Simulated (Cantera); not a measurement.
Cantera run:

```python
import numpy as np
import cantera as ct

gas_names = """
    H2 O
""".split()
cond_names = """
    BaO(s) BaO(L) BaO2H2(s) BaO2H2(L)
""".split()


# ... load() reads the species with a 1 bar reference pressure and builds the phases ...
species = {s.name: s for s in load("nasa_gas.yaml", gas_names) + load("nasa_condensed.yaml", cond_names)}
# Each term lists the table entries of one substance; the one whose range holds T is used.
reactions = {
    'BaO + H2(g) + O(g) = Ba(OH)2':
        [(-1, ['BaO(s)', 'BaO(L)']), (-1, ['H2']), (-1, ['O']), (1, ['BaO2H2(s)', 'BaO2H2(L)'])],
}


def pick(names, T):
    return next(species[n] for n in names if species[n].thermo.min_temp <= T <= species[n].thermo.max_temp)


results = []
for label, terms in reactions.items():
    print(label)
    print("     T/K   dH/kJ  dS/(J/K)   dG/kJ   log10 K")
    for T in [1600, 1650, 1700, 1750, 1800, 1850, 1900, 1950]:
        used = [(nu, pick(names, T)) for nu, names in terms]
        dH = sum(nu * s.thermo.h(T) for nu, s in used) / 1e6
        dS = sum(nu * s.thermo.s(T) for nu, s in used) / 1e3
        dG = dH - T * dS / 1e3
        logK = -dG * 1e6 / (ct.gas_constant * T * np.log(10))
        results.append((label, T, dH, dS, dG, logK, [s.name for _, s in used]))
        print(f"{T:8g} {dH:8.1f} {dS:8.1f} {dG:8.1f} {logK:8.2f}")
```

Output:

```
BaO + H2(g) + O(g) = Ba(OH)2
     T/K   dH/kJ  dS/(J/K)   dG/kJ   log10 K
    1600   -596.4   -193.6   -286.6     9.36
    1650   -595.1   -192.8   -276.9     8.77
    1700   -593.9   -192.1   -267.3     8.21
    1750   -592.6   -191.4   -257.7     7.69
    1800   -591.4   -190.7   -248.2     7.20
    1850   -590.3   -190.1   -238.7     6.74
    1900   -589.1   -189.4   -229.2     6.30
    1950   -588.0   -188.9   -219.7     5.89
```

Cantera with NASA thermochemical tables; ideal gases at 1 bar, condensed phases pure. Condensed species are held in their standard states even where they would react or evaporate.
